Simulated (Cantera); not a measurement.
## Stirred combustor or abatement burner

A perfectly stirred reactor is fed with CH₄ : C₂H₆ : O₂ : N₂ = 1 : 0.28 : 5.62 : 47.2 (molar parts), equivalence ratio 0.53, at 500000 Pa; it is adiabatic with a 525 K inlet, and is followed from long to short residence time, starting on the burning branch (τ in s: 0.46, 0.18, 0.075, 0.03, 0.012, 0.0049, 0.002, 0.0008, 0.00032, 0.00013, 5.3e-05, 2.1e-05, 8.6e-06).

Model: GRI-Mech 3.0 (53 species, 325 reactions), integrated in Cantera.

| τ (s) | T (K) | x CH₄ | x C₂H₆ | x O₂ | x NO | x C₂H₄ | x N₂O |
|---|---|---|---|---|---|---|---|
| 0.46 | 1175 | 0.000194 | 1.36e-5 | 0.0502 | 9.36e-9 | 3.81e-5 | 9.41e-7 |
| 0.18 | 1143 | 0.000518 | 3.70e-5 | 0.0524 | 1.99e-9 | 9.70e-5 | 4.77e-7 |
| 0.075 | 525 | 0.0185 | 0.00518 | 0.104 | <1e-12 | <1e-12 | <1e-12 |
| 0.030 | 525 | 0.0185 | 0.00518 | 0.104 | <1e-12 | <1e-12 | <1e-12 |
| 0.012 | 525 | 0.0185 | 0.00518 | 0.104 | <1e-12 | <1e-12 | <1e-12 |
| 0.0049 | 525 | 0.0185 | 0.00518 | 0.104 | <1e-12 | <1e-12 | <1e-12 |
| 0.0020 | 525 | 0.0185 | 0.00518 | 0.104 | <1e-12 | <1e-12 | <1e-12 |
| 0.00080 | 525 | 0.0185 | 0.00518 | 0.104 | <1e-12 | <1e-12 | <1e-12 |
| 0.00032 | 525 | 0.0185 | 0.00518 | 0.104 | <1e-12 | <1e-12 | <1e-12 |
| 0.00013 | 525 | 0.0185 | 0.00518 | 0.104 | <1e-12 | <1e-12 | <1e-12 |
| 5.3e-5 | 525 | 0.0185 | 0.00518 | 0.104 | <1e-12 | <1e-12 | <1e-12 |
| 2.1e-5 | 525 | 0.0185 | 0.00518 | 0.104 | <1e-12 | <1e-12 | <1e-12 |
| 8.6e-6 | 525 | 0.0185 | 0.00518 | 0.104 | <1e-12 | <1e-12 | <1e-12 |
x: mole fraction; the columns are a selection and need not sum to one.
